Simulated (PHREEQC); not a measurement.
A solution holds 0.59 mol/kgw KH2PO4 and 0.00025 mol/kgw Na2SO4, at 18 °C. Closed to the air; pH follows from the charge balance.

Model: ion-association model, phreeqc.dat, run in PHREEQC.

Problem. The ionic strength comes out as 0.592 mol/kgw. What activity coefficients do HPO4-2, H2PO4-, KSO4-, Na+, K+ get?

Solution. HPO4-2 0.21, H2PO4- 0.69, KSO4- 0.69, Na+ 0.72, K+ 0.64.

This is a speciation only: nothing precipitates in the calculation.
